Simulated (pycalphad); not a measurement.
# Effect of Si content in Al-Cu-Si

Computed with pycalphad from the COST 507 light-alloy database (1999), at 1 atm. These are 1990s assessments: newer ones move some temperatures and phases. The system is extrapolated from its subsystems; higher-order compounds may be missing. Phase fractions are per mole of atoms.

| alloy | liquidus (°C) | first solid | solidus (°C) | phases at 377 °C |
|---|---|---|---|---|
| Al-1.887Cu-0.1544Si (wt.%) | 654 | fcc | 604 | fcc 0.99, ALCU_THETA 0.01 |
| Al-1.887Cu-0.2059Si (wt.%) | 654 | fcc | 602 | fcc 0.99, ALCU_THETA 0.01, diamond (Si) under 0.01 |
| Al-1.887Cu-0.4118Si (wt.%) | 653 | fcc | 591 | fcc 0.99, ALCU_THETA 0.01, diamond (Si) under 0.01 |
| Al-1.887Cu-0.6176Si (wt.%) | 652 | fcc | 580 | fcc 0.99, ALCU_THETA 0.01, diamond (Si) under 0.01 |
| Al-1.886Cu-0.8234Si (wt.%) | ___ | fcc | ___ | ___ |

### Question
Complete the blanks.

### Answer

- Al-1.886Cu-0.8234Si (wt.%), liquidus (°C): 651
- Al-1.886Cu-0.8234Si (wt.%), solidus (°C): 570
- Al-1.886Cu-0.8234Si (wt.%), phases at 377 °C: fcc 0.98, ALCU_THETA 0.01, diamond (Si) 0.01

Database names, with the compositions (at.%) that they take in these runs: ALCU_THETA: Al 67 Cu 33.
